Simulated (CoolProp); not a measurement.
R236EA along the isotherm 138.85 °C: fugacity coefficient from the reference equation and from simpler models built on Tc = 139.3 °C, pc = 3.414 MPa, ω = 0.368; each cubic takes its own stable root.

Values from CoolProp's reference Helmholtz-energy equation of state, Rui 2013.

```csv
p (MPa),phase,reference
0.142,gas,0.9857
0.284,gas,0.9714
0.427,gas,0.9571
0.569,gas,0.9430
0.711,gas,0.9289
0.853,gas,0.9149
0.996,gas,0.9009
1.14,gas,0.8868
1.28,gas,0.8731
1.42,gas,0.8595
1.56,gas,0.8459
1.71,gas,0.8313
```

Q: How far does each simpler model (Soave-Redlich-Kwong, Peng-Robinson) lie from the reference over these 12 states: mean and median of the absolute difference, and the worst?

A: 
- Soave-Redlich-Kwong: mean 0.1 %, median 0.1 %, worst +0.2 % at 138.85 °C and 1.71 MPa
- Peng-Robinson: mean 0.9 %, median 0.9 %, worst -1.6 % at 138.85 °C and 1.71 MPa
